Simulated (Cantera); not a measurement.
Premixed flame

A freely propagating, adiabatic, planar premixed flame of CH₄ : C₂H₆ : O₂ : N₂ : H₂O = 1 : 0.093 : 2.84 : 9.93 : 0.37 (molar parts), equivalence ratio 0.82, unburnt at 375 K and 4.15 atm; mixture-averaged transport, grid criteria slope 0.08 and curve 0.16, no radiation.

Detailed kinetics in Cantera: GRI-Mech 3.0 (53 species, 325 reactions). Burning velocities carry a grid error of a few per cent, more on coarse grids.

| z (mm) | T (K) | u (m/s) | x CH₄ | x C₂H₆ | x O₂ | x OH | x NO | x CH₃ |
|---|---|---|---|---|---|---|---|---|
| -0.501 | 375 | 0.261 | 0.0702 | 0.00653 | 0.199 | <1e-8 | <1e-8 | <1e-8 |
| -0.334 | 379 | 0.264 | 0.0699 | 0.00652 | 0.199 | <1e-8 | <1e-8 | <1e-8 |
| -0.251 | 396 | 0.276 | 0.0690 | 0.00650 | 0.198 | <1e-8 | <1e-8 | <1e-8 |
| -0.167 | 498 | 0.348 | 0.0638 | 0.00625 | 0.190 | <1e-8 | 5.11e-8 | 8.59e-8 |
| -0.0836 | 944 | 0.668 | 0.0424 | 0.00425 | 0.151 | 4.23e-6 | 1.17e-6 | 3.90e-5 |
| -0.0418 | 1346 | 0.957 | 0.0224 | 0.00180 | 0.111 | 9.01e-5 | 3.56e-6 | 0.000482 |
| 0 | 1732 | 1.23 | 0.00413 | 8.44e-5 | 0.0688 | 0.00150 | 6.70e-6 | 0.000724 |
| 0.0418 | 1897 | 1.34 | 0.000126 | 5.73e-8 | 0.0488 | 0.00464 | 1.01e-5 | 4.04e-5 |
| 0.0836 | 1967 | 1.39 | 2.36e-6 | <1e-8 | 0.0430 | 0.00530 | 1.25e-5 | 9.07e-7 |
| 0.167 | 2038 | 1.43 | <1e-8 | <1e-8 | 0.0392 | 0.00466 | 1.54e-5 | <1e-8 |
| 0.334 | 2086 | 1.46 | <1e-8 | <1e-8 | 0.0372 | 0.00339 | 1.86e-5 | <1e-8 |
| 0.669 | 2108 | 1.47 | <1e-8 | <1e-8 | 0.0364 | 0.00243 | 2.19e-5 | <1e-8 |
| 1.34 | 2113 | 1.48 | <1e-8 | <1e-8 | 0.0363 | 0.00215 | 2.65e-5 | <1e-8 |
x: mole fraction of selected species; z is measured from the peak of heat release.

```yaml
laminar_burning_velocity: 26.1 cm/s
thermal_thickness: 0.167 mm
peak x(OH): 0.00530
peak x(CH₃): 0.000919
grid_points: 142
```
